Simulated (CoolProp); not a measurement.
Vapour-liquid equilibrium of ethylene (1) + 1-butene (2) at 196 K; x and y are mole fractions of (1).

Computed with CoolProp (multi-fluid Helmholtz-energy mixture model, Smukala 2000 and Lemmon 2005; pair parameters Bell 2016).

| x | bubble pressure, mixture model (kPa) | bubble pressure, Raoult's law (kPa) | y, mixture model | y, Raoult's law |
|---|---|---|---|---|
| 0.05 | 21.75 | 21.09 | 0.915 | 0.913 |
| 0.2 | 80.14 | 78.59 | 0.980 | 0.980 |
| 0.35 | 137.6 | 136.1 | 0.990 | 0.991 |
| 0.5 | 194.4 | 193.6 | 0.994 | 0.995 |
| 0.65 | 250.6 | 251.1 | 0.997 | 0.997 |
| 0.8 | 306.7 | 308.6 | 0.998 | 0.999 |
| 0.95 | 364.6 | 366.1 | 1.000 | 1.000 |

The largest gap from Raoult's law is +3.1 % in bubble pressure, at x = 0.05. No azeotrope shows between x = 0.05 and 0.95.

The pair parameters rest on a limited set of measurements; away from them the model extrapolates. The gap from Raoult's law changes sign with composition, which may be real or a fault of the pair parameters; it wasn't checked against measurements.
